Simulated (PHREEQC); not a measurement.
Dissolve 0.00054 mol/kgw H3AsO4, 0.011 mol/kgw HCl and 3.1e-05 mol/kgw FeCl3 at 25 °C. Closed to the air; pH follows from the charge balance.

All values are PHREEQC results (ion-association model, wateq4f.dat), not measurements.

**Question.** The ionic strength comes out as 0.0114 mol/kgw. What activity coefficients do Cl-, Fe+3, FeOH+2, FeCl+2, H+ get?

**Answer.** Cl- 0.90, Fe+3 0.42, FeOH+2 0.65, FeCl+2 0.65, H+ 0.91.

No solid was allowed to form. Saturation is exceeded, for instance for Hematite (slow to form), Goethite (slow to form); the values hold only as long as no solid forms. The database's scorodite may be far more soluble than the real mineral, and it has no iron arsenate complexes; the constant wasn't checked at its source.
